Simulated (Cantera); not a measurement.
A closed system holds: 1 mol Cr, 5.7 mol N₂, 400 mol H₂, equilibrated at 1225 °C.

Method: chemical equilibrium by Gibbs-energy minimisation in Cantera with the NASA 1993 tables (ideal gas, pure condensed phases). Candidate condensed phases: Cr, CrN, Cr₂N; 11 gas species. Kinetics and transport are ignored.

At 0.680 bar, list the 3 most abundant gas species with their mole fractions, and the condensed phases.

H₂ 0.986, N₂ 0.0140, H 2.07e-5. Condensed: Cr(s).
